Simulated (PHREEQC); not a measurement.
A column of 1 m (30 cells, dispersivity 0.035 m, 720 s a shift, diffusion coefficient 3e-10 m²/s) holds 0.0036 eq of the database's cation exchanger X per kg of pore water, first in equilibrium with 0.053 mol CaCl2, 0.011 mol Na2SO4 and 1e-05 mol HCl per kg of water. It is flushed with 0.00045 mol/kgw Na2SO4, 0.0019 mol/kgw ZnSO4 and 1e-05 mol/kgw HCl, at 25 °C. Values are for the last cell. The system is closed to CO2. Precipitation was switched off in this run.

Model: ion-association model, phreeqc.dat, run in PHREEQC.

```json
[
 {"pore volumes": "0", "Zn in solution (mol/kgw)": "0", "Cl in solution (mol/kgw)": "0.106", "Ca in solution (mol/kgw)": "0.0530"},
 {"pore volumes": "0.2833", "Zn in solution (mol/kgw)": "4.75e-11", "Cl in solution (mol/kgw)": "0.106", "Ca in solution (mol/kgw)": "0.0530"},
 {"pore volumes": "0.55", "Zn in solution (mol/kgw)": "1.82e-5", "Cl in solution (mol/kgw)": "0.104", "Ca in solution (mol/kgw)": "0.0522"},
 {"pore volumes": "0.8167", "Zn in solution (mol/kgw)": "0.000317", "Cl in solution (mol/kgw)": "0.0782", "Ca in solution (mol/kgw)": "0.0392"},
 {"pore volumes": "1.217", "Zn in solution (mol/kgw)": "0.000662", "Cl in solution (mol/kgw)": "0.0202", "Ca in solution (mol/kgw)": "0.0109"},
 {"pore volumes": "1.483", "Zn in solution (mol/kgw)": "0.000590", "Cl in solution (mol/kgw)": "0.00547", "Ca in solution (mol/kgw)": "0.00391"},
 {"pore volumes": "1.75", "Zn in solution (mol/kgw)": "0.000631", "Cl in solution (mol/kgw)": "0.00124", "Ca in solution (mol/kgw)": "0.00185"},
 {"pore volumes": "2.017", "Zn in solution (mol/kgw)": "0.000852", "Cl in solution (mol/kgw)": "(withheld)", "Ca in solution (mol/kgw)": "0.00116"},
 {"pore volumes": "2.283", "Zn in solution (mol/kgw)": "0.00115", "Cl in solution (mol/kgw)": "5.55e-5", "Ca in solution (mol/kgw)": "(withheld)"},
 {"pore volumes": "2.55", "Zn in solution (mol/kgw)": "0.00142", "Cl in solution (mol/kgw)": "1.80e-5", "Ca in solution (mol/kgw)": "0.000486"},
 {"pore volumes": "2.817", "Zn in solution (mol/kgw)": "0.00161", "Cl in solution (mol/kgw)": "(withheld)", "Ca in solution (mol/kgw)": "0.000290"},
 {"pore volumes": "3.217", "Zn in solution (mol/kgw)": "0.00178", "Cl in solution (mol/kgw)": "1.01e-5", "Ca in solution (mol/kgw)": "0.000122"},
 {"pore volumes": "3.483", "Zn in solution (mol/kgw)": "0.00183", "Cl in solution (mol/kgw)": "1.00e-5", "Ca in solution (mol/kgw)": "(withheld)"},
 {"pore volumes": "3.75", "Zn in solution (mol/kgw)": "0.00187", "Cl in solution (mol/kgw)": "1.00e-5", "Ca in solution (mol/kgw)": "3.39e-5"},
 {"pore volumes": "4.017", "Zn in solution (mol/kgw)": "0.00188", "Cl in solution (mol/kgw)": "1.00e-5", "Ca in solution (mol/kgw)": "1.73e-5"}
]
```

Task: Some entries are withheld; supply them.

Result: 
- 2.017, Cl in solution (mol/kgw): 0.000255
- 2.283, Ca in solution (mol/kgw): 0.000770
- 2.817, Cl in solution (mol/kgw): 1.14e-5
- 3.483, Ca in solution (mol/kgw): 6.51e-5
